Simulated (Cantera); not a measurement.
# Stirred combustor or abatement burner

A perfectly stirred reactor is fed with 29.4 % H2, 12.2 % O2, 46.1 % N2, 12.3 % H2O, equivalence ratio 1.2, at 26000 Pa; it is adiabatic with a 723 K inlet, and is followed from long to short residence time, starting on the burning branch (τ in s: 0.32, 0.16, 0.075, 0.037, 0.018, 0.0086, 0.0042, 0.002, 0.00098, 0.00047, 0.00023, 0.00011, 5.4e-05).

Cantera simulation using GRI-Mech 3.0 (53 species, 325 reactions); the numbers are that mechanism's predictions, not measurements.

```csv
τ (s),T (K),x H2,x O2,x H2O,x O,x H,x NO2,x OH
0.32,2328,0.0599,0.00154,0.404,0.000542,0.00652,3.66e-8,0.00734
0.16,2317,0.0603,0.00181,0.402,0.000643,0.00721,3.08e-8,0.00791
0.075,2296,0.0612,0.00238,0.399,0.000854,0.00856,2.20e-8,0.00893
0.037,2262,0.0626,0.00328,0.395,0.00121,0.0107,1.33e-8,0.0103
0.018,2209,0.0648,0.00471,0.388,0.00181,0.0141,6.49e-9,0.0119
0.0086,2132,0.0676,0.00677,0.378,0.00276,0.0194,2.70e-9,0.0136
0.0042,2037,0.0705,0.00932,0.368,0.00402,0.0264,1.19e-9,0.0147
0.0020,1920,0.0731,0.0124,0.356,0.00559,0.0359,6.40e-10,0.0151
0.00098,1795,0.0747,0.0157,0.344,0.00717,0.0471,4.39e-10,0.0144
0.00047,1658,0.0757,0.0194,0.332,0.00858,0.0601,3.10e-10,0.0127
0.00023,1522,0.0774,0.0239,0.321,0.00940,0.0726,2.01e-10,0.0103
0.00011,1378,0.0866,0.0317,0.304,0.00918,0.0811,1.05e-10,0.00745
5.4e-5,1191,0.141,0.0575,0.254,0.00597,0.0632,2.85e-11,0.00362
```
x: mole fraction; the columns are a selection and need not sum to one.
